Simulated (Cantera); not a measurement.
A closed system holds: 1 mol Si, a varied amount of HCl, 35 mol N2, equilibrated at 425 °C and 13.3 mbar.

Equilibrium computed with Cantera from the NASA thermochemical tables; the gas is ideal and each condensed phase is pure. Candidate condensed phases: NH4Cl, Si, Si3N4; 28 gas species. N2 is the only nitrogen source here; it is nearly inert below about 1500 K, so the nitride shown seldom forms there in practice. Rates play no part.

log p: log10 of the partial pressure in bar; n: condensed amount in mol.

| n(HCl) (mol) | log p N2 | log p HCl | log p H2 | log p SiCl4 | log p SiHCl3 | log p NH3 | log p SiCl3 | n Si3N4(s) |
|---|---|---|---|---|---|---|---|---|
| 1.8 | -1.90 | -3.38 | -3.90 | -4.20 | -8.42 | -8.81 | -10.65 | 0.276 |
| 2.2 | -1.90 | -3.31 | -3.80 | -4.10 | -8.30 | -8.67 | -10.58 | 0.261 |
| 2.8 | -1.91 | -3.23 | -3.69 | -3.99 | -8.15 | -8.50 | -10.49 | … |
| 3.5 | -1.91 | -3.15 | -3.58 | -3.88 | -8.02 | -8.34 | -10.41 | … |
| 4.4 | -1.92 | -3.07 | -3.47 | -3.78 | -7.88 | -8.19 | -10.33 | … |
| 5.4 | -1.93 | -3.00 | -3.38 | -3.68 | -7.77 | -8.06 | -10.26 | … |
| 6.8 | -1.94 | -2.93 | -3.28 | -3.58 | -7.64 | -7.91 | -10.18 | … |
| 8.5 | -1.96 | -2.85 | -3.20 | -3.50 | -7.56 | -7.80 | -10.14 | 0 |
| 11 | -1.98 | -2.68 | -3.23 | -3.53 | -7.78 | -7.85 | -10.35 | 0 |
| 13 | -2.00 | -2.59 | -3.25 | -3.55 | -7.90 | -7.89 | -10.46 | 0 |
| 17 | -2.04 | -2.47 | -3.28 | -3.58 | -8.10 | -7.96 | -10.64 | 0 |

Some entries are withheld; supply them.


- 2.8, n Si3N4(s): 0.238
- 3.5, n Si3N4(s): 0.209
- 4.4, n Si3N4(s): 0.172
- 5.4, n Si3N4(s): 0.129
- 6.8, n Si3N4(s): 0.0668
